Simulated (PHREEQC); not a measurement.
**Buffer: an equilibrium model**

Dissolve 12 mmol/kgw KHCO3, 11 mmol/kgw NaOH and 1.5 mmol/kgw KCl at 25 °C. Closed to the air; pH follows from the charge balance.

Model: ion-association model, phreeqc.dat, run in PHREEQC.

Each row changes one thing in this solution. This is a speciation only: nothing precipitates in the calculation.

```csv
case,pH,ionic strength (mol/kgw),CO3-2 (mol/kgw),HCO3- (mol/kgw),CO2 (mol/kgw),SI of Sylvite (KCl)
as made,10.83,0.0328,0.00927,0.00181,5.09e-8,-5.75
NaOH left out,8.24,0.0136,0.000134,0.0117,0.000136,-5.70
temperature from 25 to 55 °C,10.33,0.0290,0.00685,0.00284,2.19e-7,-5.88
diluted 2-fold with water,10.76,0.0165,0.00456,0.00116,3.99e-8,-6.31
0.0054 mol/kgw H2SO4 added,8.46,0.0293,0.000247,0.0116,7.76e-5,-5.75
temperature from 25 to 90 °C,9.86,0.0244,0.00377,0.00437,1.22e-6,-6.01
KCl from 0.0015 to 0.00225 mol/kgw,10.83,0.0336,0.00928,0.00181,5.09e-8,-5.55
diluted 10-fold with water,10.49,0.00319,0.000754,0.000433,2.96e-8,-7.65
```

Away from 25 °C the constants follow the database's enthalpies or fits; those with neither stay at their 25 °C values.
